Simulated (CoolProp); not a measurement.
Isobutene along the isotherm 442.6 K: fugacity coefficient from the reference equation and from simpler models built on Tc = 418.1 K, pc = 4.016 MPa, ω = 0.193; each cubic takes its own stable root.

Computed with CoolProp (reference Helmholtz-energy equation of state, Lemmon 2005). It is a short technical equation, of lower accuracy than the large ones.

| p (MPa) | phase | reference |
|---|---|---|
| 0.127 | gas | 0.9909 |
| 0.289 | gas | 0.9794 |
| 0.658 | gas | 0.9532 |
| 1.5 | gas | 0.8944 |
| 3.41 | gas | 0.7642 |
| 7.75 | supercritical | 0.4955 |
| 17.6 | supercritical | 0.3148 |
| 40.2 | supercritical | 0.2796 |

Problem. How far does each simpler model (van der Waals, Redlich-Kwong, Soave-Redlich-Kwong, Peng-Robinson) lie from the reference over these 8 states: mean and median of the absolute difference, and the worst?

Solution. 
- van der Waals: mean 9.2 %, median 1.7 %, worst +47.8 % at 442.6 K and 40.2 MPa
- Redlich-Kwong: mean 1.9 %, median 0.1 %, worst +8.5 % at 442.6 K and 40.2 MPa
- Soave-Redlich-Kwong: mean 3.3 %, median 0.6 %, worst +12.8 % at 442.6 K and 40.2 MPa
- Peng-Robinson: mean 1.3 %, median 1.0 %, worst -4.3 % at 442.6 K and 40.2 MPa
